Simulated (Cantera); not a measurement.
CH₄ + O₂ + N₂ (carbon deposition, reforming and gasification)

A closed system holds: 1 mol CH₄, 0.045 mol O₂, 0.54 mol N₂, at 13300 Pa.

Equilibrium computed with Cantera from the NASA thermochemical tables; the gas is ideal and each condensed phase is pure. Candidate condensed phases: C, C₆H₆, C₇H₈, C₈H₁₈, H₂O; 136 gas species. Equilibrium is a limit: real reactors are often held back by kinetics, nucleation or transport.

```
T (K)   x H₂   x N₂     x CH₄    x CO     x H₂O     x HCN     x CO₂  n C(graphite)
-----  -----  -----  --------  ------  --------  --------  --------  -------------
823    0.685  0.221    0.0583  0.0153    0.0186   6.40e-8   0.00150          0.817
923    0.739  0.210    0.0169  0.0297   0.00452   5.36e-7  0.000371          0.879
1023   0.753  0.207   0.00567  0.0334  0.000919   2.93e-6   5.33e-5          0.898
1123   0.758  0.206   0.00225  0.0341  0.000227   1.18e-5   9.34e-6          0.905
1223   0.759  0.206   0.00102  0.0342   6.95e-5   3.78e-5   2.14e-6          0.907
1323   0.760  0.205  0.000523  0.0342   2.54e-5  0.000101   6.17e-7          0.908
1423   0.760  0.205  0.000293  0.0342   1.07e-5  0.000235   2.13e-7          0.909
1523   0.760  0.205  0.000177  0.0342   5.06e-6  0.000490   8.48e-8          0.908
1623   0.760  0.205  0.000114  0.0342   2.62e-6  0.000929   3.81e-8          0.907
1723   0.759  0.204   7.73e-5  0.0342   1.47e-6   0.00163   1.89e-8          0.905
1823   0.758  0.204   5.46e-5  0.0342   8.80e-7   0.00270   1.02e-8          0.902
```
x: gas mole fraction; n: condensed amount in mol.

From 823 K to 1823 K the condensed part is C(graphite). The main C-bearing gas is CH₄ at 823 K and CO at 1823 K. The share of C in condensed phases is highest at 1423 K (90.9 %) and lowest at 823 K (81.7 %).
